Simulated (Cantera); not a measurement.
**Stirred combustor or abatement burner**

A perfectly stirred reactor is fed with C3H8 : O2 : N2 : H2O = 1 : 5 : 18.8 : 5.3 (molar parts), equivalence ratio 1.0, at 6150 Torr; it is adiabatic with a 525 K inlet, and is followed from long to short residence time, starting on the burning branch (τ in s: 0.13, 0.062, 0.03, 0.014, 0.0068, 0.0033, 0.0016, 0.00075, 0.00036, 0.00017, 8.2e-05, 3.9e-05, 1.9e-05).

Cantera simulation using GRI-Mech 3.0 (53 species, 325 reactions); the numbers are that mechanism's predictions, not measurements. GRI-Mech 3.0 was tuned for natural gas; its chemistry of propane as a main component is partial and can be far from experiment.

```tsv
τ (s)	T (K)	x C3H8	x O2	x H2O	x CH2CO	x NO	x CH2
0.13	2150	4.54e-8	0.00223	0.295	1.14e-7	0.000459	2.13e-8
0.062	2147	9.35e-8	0.00246	0.295	2.33e-7	0.000340	4.32e-8
0.030	2143	1.88e-7	0.00279	0.295	4.57e-7	0.000256	8.49e-8
0.014	2136	3.88e-7	0.00329	0.294	8.99e-7	0.000197	1.68e-7
0.0068	2126	7.60e-7	0.00394	0.293	1.64e-6	0.000160	3.14e-7
0.0033	2113	1.47e-6	0.00479	0.292	2.89e-6	0.000133	5.75e-7
0.0016	2096	2.80e-6	0.00590	0.290	4.91e-6	0.000113	1.03e-6
0.00075	2073	5.44e-6	0.00740	0.289	8.33e-6	9.57e-5	1.87e-6
0.00036	2045	1.03e-5	0.00933	0.286	1.39e-5	8.03e-5	3.26e-6
0.00017	2006	2.03e-5	0.0121	0.284	2.44e-5	6.39e-5	5.69e-6
8.2e-5	1952	4.23e-5	0.0162	0.281	4.78e-5	4.44e-5	9.72e-6
3.9e-5	525	0.0332	0.166	0.176	<1e-12	<1e-12	<1e-12
1.9e-5	525	0.0332	0.166	0.176	<1e-12	<1e-12	<1e-12
```
x: mole fraction; the columns are a selection and need not sum to one.
